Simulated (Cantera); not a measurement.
Charge: 1 mol NH₃, 0.76 mol SO₂, a varied amount of N₂, held at 3102 °C and 0.00133 bar.

These are equilibrium values from Cantera (NASA tables, ideal gas, pure condensed phases), not measurements of a reactor. Candidate condensed phases: H₂O, H₂SO₄, S; 35 gas species. Rates play no part.

x: gas mole fraction; nothing condenses.

```csv
n(N₂) (mol),x N₂,x H,x O,x S
1.1,0.232,0.434,0.216,0.109
1.7,0.294,0.400,0.199,0.100
2.6,…,…,…,…
4,0.459,0.306,0.152,0.0768
6.1,…,…,…,…
9.3,0.648,0.198,0.0986,0.0500
14,0.731,0.151,0.0752,0.0381
```

Q: What belongs in the gaps?

A: 
- 6.1, x N₂: 0.554
- 6.1, x H: 0.252
- 6.1, x O: 0.125
- 6.1, x S: 0.0633
- 2.6, x N₂: 0.369
- 2.6, x H: 0.357
- 2.6, x O: 0.177
- 2.6, x S: 0.0896
